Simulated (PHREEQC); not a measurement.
# Brine: an equilibrium model

A solution holds 160 mmol/kgw KCl, 190 mmol/kgw MgSO4 and 0.13 mmol/kgw KBr, at 25 °C. Closed to the air; pH follows from the charge balance.

Model: ion-association model, phreeqc.dat, run in PHREEQC.

This is a speciation only: nothing precipitates in the calculation.

### Question
What ionic strength, activity of water does the model give?

### Answer
ionic strength 0.511 mol/kgw; activity of water 0.990.

### Question
In which forms is S present?

### Answer
MgSO4 50 %, SO4-2 42 %, KSO4- 8.1 % of the S.

Species that the database lacks are ignored.
